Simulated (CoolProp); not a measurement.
The fluid at 293.15 K and 0.193 MPa flows at 6.4 m/s in a round tube of 1 mm bore and 1.5 µm roughness, fully developed (64/Re and Nu = 3.66 if laminar; Colebrook and Gnielinski if turbulent). The same conditions are run with several fluids, on thermodynamics alone (safety and materials aside).

Computed with CoolProp (reference Helmholtz-energy equation of state of each fluid (R141b: Lemmon 2006; n-heptane: Span 2003; R245fa: Akasaka 2015; water: Wagner 2002)).

```tsv
fluid	Reynolds number	Darcy friction factor	pressure drop (Pa/m)	heat-transfer coefficient (W/(m² K))	mass flow (kg/h)
R141b	18400	0.0293	747000	12200	22.5
n-heptane	?	0.0327	458000	11000	?
R245fa	20600	?	?	14200	24.5
water	6380	0.0367	?	31400	18.1
```

Task: Complete the blanks.

Result: 
- n-heptane, Reynolds number: 10600
- n-heptane, mass flow (kg/h): 12.4
- R245fa, Darcy friction factor: 0.0287
- R245fa, pressure drop (Pa/m): 796000
- water, pressure drop (Pa/m): 751000

Transport values come from each fluid's own correlations; those of R141b, R245fa are estimates that may be off by 10 % or more.
